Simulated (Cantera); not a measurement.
Input: 1 mol Si, 2.3 mol NF3, at 0.000640 bar.

Cantera equilibrium calculation (NASA polynomials, part measured and part estimated; ideal gas, pure solids and liquids). Candidate condensed phases: Si, Si3N4; 16 gas species. Kinetics and transport are ignored. All values below are at 1125 K.

Base state: F 0.571, N2 0.228, SiF4 0.198, F2 0.00238 (mole fractions); condensed: gas only.

### Question
What changes in the equilibrium state with this change: pressure from 0.000640 bar to 0.590 bar?

### Answer
```
species   before    after
-------  -------  -------
N2         0.228    0.287
F2       0.00238    0.261
SiF4       0.198    0.251
F          0.571    0.197
NF3      2.60e-9  0.00309
```
